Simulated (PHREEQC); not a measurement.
Hard or scaling water (model solution)

A solution holds 0.002 mol/kgw CaCl2, 4.6e-05 mol/kgw Na2HPO4 and 7.2e-06 mol/kgw H4SiO4, at 25 °C. Closed to the air; pH follows from the charge balance.

Equilibrium calculation in PHREEQC: ion-association model, phreeqc.dat.

Each row changes one thing in this solution. No solid was allowed to form.

```
case                                                  pH  HPO4-2 (mol/kgw)  CaHPO4 (mol/kgw)  H2PO4- (mol/kgw)  CaPO4- (mol/kgw)  CaH2PO4+ (mol/kgw)  SI of Quartz (SiO2)
--------------------------------------------------  ----  ----------------  ----------------  ----------------  ----------------  ------------------  -------------------
as made                                             7.91           2.49e-5           1.42e-5           3.84e-6           2.97e-6             1.41e-7                -1.17
CaCl2 from 0.002 to 0.0004 mol/kgw                  8.15           3.50e-5           5.48e-6           3.53e-6           1.91e-6             3.02e-8                -1.17
Na2HPO4 from 4.6e-05 to 0.00046 mol/kgw             7.99          0.000259          0.000133           3.33e-5           3.32e-5             1.12e-6                -1.17
H4SiO4 replaced by K2SiO3 at the same molality      8.54           2.18e-5           1.24e-5           7.98e-7           1.10e-5             2.93e-8                -1.18
temperature from 25 to 55 °C                        7.57           1.95e-5           1.77e-5           5.58e-6           2.85e-6             3.40e-7                -1.57
H4SiO4 replaced by (NH4)2SiF6 at the same molality  6.70           1.09e-5           6.24e-6           2.77e-5           7.97e-8             1.02e-6                -1.16
CaCl2 from 0.002 to 0.001 mol/kgw                   8.02           2.96e-5           9.93e-6           3.79e-6           2.62e-6             7.55e-8                -1.17
temperature from 25 to 40 °C                        7.74           2.21e-5           1.61e-5           4.63e-6           2.99e-6             2.22e-7                -1.38
diluted 100-fold with water                         7.36           2.70e-7           2.75e-9           1.87e-7          1.49e-10            9.23e-11                -3.16
```

Some of these states are supersaturated (in Hydroxyapatite, for instance). Constants without temperature data keep their 25 °C values here. SiF6-2 is the database's only silicon fluoride.
